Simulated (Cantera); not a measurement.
What does this Cantera script print?

```python
import numpy as np
import cantera as ct

gas = ct.Solution("gri30.yaml")


def delay(T, t_max=10):
    gas.TPX = T, 68000, {'H2': 1, 'O2': 0.312, 'N2': 1.06, 'NO': 0.0025}
    reactor = ct.IdealGasConstPressureReactor(gas, clone=False)
    net = ct.ReactorNet([reactor])
    net.rtol, net.atol = 1e-8, 1e-16
    while net.time < t_max:
        t_old, T_old = net.time, reactor.T
        net.step()
        if reactor.T > T + 400:  # ignition: a rise of 400 K
            return t_old + (T + 400 - T_old) / (reactor.T - T_old) * (net.time - t_old)
    return np.nan


taus = []
for T in [850, 900, 950, 1000, 1050, 1100]:
    taus.append(delay(T))
    print(f"T0 = {T:6g} K   tau = {taus[-1]:.4e} s")
```

Output:

```
T0 =    850 K   tau = 2.4178e-03 s
T0 =    900 K   tau = 1.0305e-03 s
T0 =    950 K   tau = 5.0961e-04 s
T0 =   1000 K   tau = 2.8638e-04 s
T0 =   1050 K   tau = 1.8013e-04 s
T0 =   1100 K   tau = 1.2341e-04 s
```

Computed with Cantera and GRI-Mech 3.0 (53 species, 325 reactions). The mechanism lacks 2 NO + O2 → 2 NO2 and HONO, so NO2 and the effect of NO are under-described below about 1400 K. Below about 950 K walls govern HO2 and H2O2 in real vessels.
